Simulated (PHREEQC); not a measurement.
Dissolve 0.0021 mol NaHCO3, 0.011 mol NaOH and 0.096 mol NaCl per kg of water at 75 °C. Closed to the air; pH follows from the charge balance.

Model: ion-association model, wateq4f.dat, run in PHREEQC.

| Quantity | Result |
|---|---|
| pH | 10.53 |
| ionic strength | 0.108 mol/kgw |
| total alkalinity | 13.1 meq/kg |

| species | molality | activity | log γ |
|---|---|---|---|
| Na+ | 0.107 | 0.0814 | -0.120 |
| Cl- | 0.0960 | 0.0709 | -0.132 |
| OH- | 0.00895 | 0.00658 | -0.134 |
| NaCO3- | 0.00175 | 0.00134 | -0.116 |
| CO3-2 | 0.000297 | 0.000102 | -0.464 |
| HCO3- | 5.25e-5 | 4.02e-5 | -0.116 |
| NaHCO3 | 1.79e-6 | 1.84e-6 | 0.011 |

No solid was allowed to form. Away from 25 °C the constants follow the database's enthalpies or fits; those with neither stay at their 25 °C values.
